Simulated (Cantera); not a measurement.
Cantera run:

```python
import numpy as np
import cantera as ct

gas_names = """
    Fe FeO Fe(OH)2 H HNO HNO2 HNO3 HO2 H2 H2O H2O2 N NH NH2 NH3 NH2OH NO NO2 NO3 N2 N2H2 N2H4 N2O O OH
    O2 O3
""".split()
cond_names = """
    Fe(a) Fe(c) Fe(d) Fe(L) FeO(s) FeO(L) Fe(OH)2(s) Fe(OH)3(s) Fe2O3(s) Fe3O4(s) H2O(s) H2O(L)
""".split()


# ... load() reads the species with a 1 bar reference pressure and builds the phases ...
atoms = {
    'Fe3O4': {'Fe': 3, 'O': 4},
    'H2': {'H': 2},
    'N2': {'N': 2},
}
top_T = {'Fe2O3(s)': 1830, 'Fe3O4(s)': 1870}  # K; cautious upper limits of use, not melting points


# ... equilibrate(T, P, feed) seeds the gas with the atoms and calls Mixture.equilibrate('TP', solver="vcs", rtol=1e-11, max_steps=5000) ...
results = []
feed = {'Fe3O4': 1, 'H2': 1500, 'N2': 1.1}  # mol
T = 1725  # K
P = 13332.2  # Pa
mix = equilibrate(T, P, feed)
results.append((T, P, feed, dict(zip(mix.species_names, mix.species_moles))))
print(gas.report(threshold=0.0001))
for i in range(1, mix.n_phases):
    print(f"{mix.phase(i).name:16s} {mix.phase_moles(i):12.5e} mol")
```

Output:

```
       temperature   1725 K
          pressure   13332 Pa
           density   0.0019344 kg/m^3
  mean mol. weight   2.081 kg/kmol
   phase of matter   gas

                          1 kg             1 kmol
                     ---------------   ---------------
          enthalpy        2.0781e+07        4.3244e+07  J
   internal energy        1.3889e+07        2.8902e+07  J
           entropy             96449        2.0071e+05  J/K
    Gibbs function       -1.4559e+08       -3.0297e+08  J
 heat capacity c_p             15985             33263  J/K
 heat capacity c_v             11989             24949  J/K

                      mass frac. Y      mole frac. X     chem. pot. / RT
                     ---------------   ---------------   ---------------
                 H        0.00024589        0.00050763           -10.519
                H2           0.96493           0.99603           -21.038
               H2O           0.02306         0.0026638           -51.645
                N2         0.0098609         0.0007325           -35.687
     [  +23 minor]          0.001898        7.0862e-05

Fe(d)             2.89389e+00 mol
FeO(L)            0.00000e+00 mol
Fe2O3(s)          0.00000e+00 mol
Fe3O4(s)          0.00000e+00 mol
```

Equilibrium computed with Cantera from the NASA thermochemical tables; the gas is ideal and each condensed phase is pure.
